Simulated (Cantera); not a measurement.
Feed: 1 mol TiO2, 59 mol HCl, held at 0.0100 bar.

Equilibrium computed with Cantera from the NASA thermochemical tables; the gas is ideal and each condensed phase is pure. Candidate condensed phases: H2O, Ti, TiCl2, TiCl3, TiCl4, TiO, TiO2, Ti2O3, Ti3O5, Ti4O7; 23 gas species. Equilibrium is a limit: real reactors are often held back by kinetics, nucleation or transport.

Q: What share of the Ti ends up in condensed phases as a function of T (K), at 1398, 1448, 1498, 1548, 1598, 1648, 1698, 1748?

A: 
```
T (K)  Ti condensed (%)            as
-----  ----------------  ------------
1398               93.9  TiO2(rutile)
1448               93.4  TiO2(rutile)
1498               93.0  TiO2(rutile)
1548               92.5  TiO2(rutile)
1598               91.9  TiO2(rutile)
1648               91.1  TiO2(rutile)
1698               90.2  TiO2(rutile)
1748               89.0  TiO2(rutile)
```
